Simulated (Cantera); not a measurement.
Cantera run, input and output.

```python
import numpy as np
import cantera as ct

gas = ct.Solution("gri30.yaml")
gas.TPX = 1975, 12, {'CH4': 5, 'H2': 3}
inlet = ct.Reservoir(gas, clone=True)

reactor = ct.IdealGasConstPressureReactor(gas, energy="off", clone=False)
exhaust = ct.Reservoir(gas, clone=True)
tau = [0.36, 0.14, 0.054, 0.021, 0.0082, 0.0032, 0.0012, 0.00048, 0.00019][0]
for a, b in ((inlet, reactor), (reactor, exhaust)):
    ct.MassFlowController(a, b, mdot=lambda t: reactor.mass / tau)
net = ct.ReactorNet([reactor])
show = ['CH4', 'H2', 'C2H4', 'C2H2', 'C2H', 'CH3', 'H']

rows = []
print(f"{'tau/s':>10s}{'T/K':>9s}" + "".join(f"{s:>11s}" for s in show))
for tau in [0.36, 0.14, 0.054, 0.021, 0.0082, 0.0032, 0.0012, 0.00048, 0.00019]:
    net.initial_time = 0.0
    net.advance(30 * tau)
    before = gas.X
    net.advance(40 * tau)
    drift = np.max(np.abs(gas.X - before) / (gas.X + 1e-9))
    rows.append([gas.T, *gas[show].X, drift])
    print(f"{tau:10.3e}{gas.T:9.1f}" + "".join(f"{x:11.3e}" for x in gas[show].X))
```

Result:

```
     tau/s      T/K        CH4         H2       C2H4       C2H2        C2H        CH3          H
 3.600e-01   1975.0  3.536e-01  5.468e-01  1.262e-02  6.462e-02  3.587e-06  2.009e-02  1.771e-03
 1.400e-01   1975.0  5.325e-01  4.264e-01  9.864e-03  1.341e-02  4.267e-07  1.671e-02  7.918e-04
 5.400e-02   1975.0  6.098e-01  3.806e-01  1.373e-03  4.945e-04  5.996e-09  7.444e-03  2.696e-04
 2.100e-02   1975.0  6.208e-01  3.760e-01  9.651e-05  1.138e-05  5.574e-11  2.905e-03  1.079e-04
 8.200e-03   1975.0  6.235e-01  3.753e-01  5.610e-06  2.404e-07  5.510e-13  1.130e-03  5.069e-05
 3.200e-03   1975.0  6.244e-01  3.751e-01  2.726e-07  4.423e-09  5.590e-15  4.332e-04  2.846e-05
 1.200e-03   1975.0  6.248e-01  3.750e-01  9.020e-09  5.407e-11  4.192e-17  1.549e-04  1.841e-05
 4.800e-04   1975.0  6.249e-01  3.750e-01  2.924e-10  6.956e-13  3.311e-19  5.662e-05  1.273e-05
 1.900e-04   1975.0  6.250e-01  3.750e-01  9.382e-12  8.799e-15  2.033e-21  1.952e-05  7.933e-06
```

Model: GRI-Mech 3.0 (53 species, 325 reactions), integrated in Cantera. GRI-Mech 3.0 stops at C3 and has no aromatics, soot or wall deposition, so with more carbon than oxygen in the feed, carbon stays in small species such as C2H2 where larger ones or solid carbon would form. Radical loss at walls, strong at low pressure, is not modelled.
